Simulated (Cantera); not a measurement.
# Adiabatic ignition

An adiabatic, constant-pressure homogeneous reactor starts with CH3OH : O2 : N2 = 1 : 2.63 : 9.89 (molar parts), at 1100 K and 9.87 atm.

Cantera simulation using GRI-Mech 3.0 (53 species, 325 reactions); the numbers are that mechanism's predictions, not measurements. GRI-Mech 3.0 was tuned for natural gas; its chemistry of methanol as a main component is partial and can be far from experiment.

| t (s) | T (K) | x CH3OH | x O2 | x H2 | x OH | x CO2 |
|---|---|---|---|---|---|---|
| 3.00e-6 | 1100 | 0.0740 | 0.195 | 9.85e-10 | 7.75e-12 | 1.50e-10 |
| 1.05e-5 | 1100 | 0.0740 | 0.195 | 3.62e-9 | 7.85e-12 | 5.29e-10 |
| 3.70e-5 | 1100 | 0.0740 | 0.195 | 1.33e-8 | 7.92e-12 | 1.86e-9 |
| 0.000130 | 1100 | 0.0740 | 0.195 | 4.79e-8 | 7.97e-12 | 6.52e-9 |
| 0.000456 | 1100 | 0.0740 | 0.195 | 1.78e-7 | 8.73e-12 | 2.29e-8 |
| 0.00160 | 1100 | 0.0740 | 0.195 | 8.27e-7 | 2.19e-11 | 8.05e-8 |
| 0.00562 | 1100 | 0.0739 | 0.194 | 1.26e-5 | 3.96e-10 | 2.90e-7 |
| 0.0197 | 2299 | <1e-12 | 0.0787 | 0.000328 | 0.00381 | 0.0703 |
| 0.0693 | 2288 | <1e-12 | 0.0760 | 0.000314 | 0.00364 | 0.0703 |
| 0.243 | 2287 | <1e-12 | 0.0756 | 0.000312 | 0.00361 | 0.0703 |
| 0.854 | 2287 | <1e-12 | 0.0756 | 0.000312 | 0.00361 | 0.0703 |
| 3.00 | 2287 | <1e-12 | 0.0756 | 0.000312 | 0.00361 | 0.0703 |
x: mole fraction; the columns are a selection and need not sum to one.

| Quantity | Result |
|---|---|
| time of steepest temperature rise | 10.6 ms |
| temperature at 3.00 s | 2287 K |
| equilibrium temperature | 2287 K |
| x(CH3OH) at 3.00 s | <1e-12 (gas-phase equilibrium <1e-12) |
| x(O2) at 3.00 s | 0.0756 (gas-phase equilibrium 0.0756) |
| x(H2) at 3.00 s | 0.000312 (gas-phase equilibrium 0.000312) |
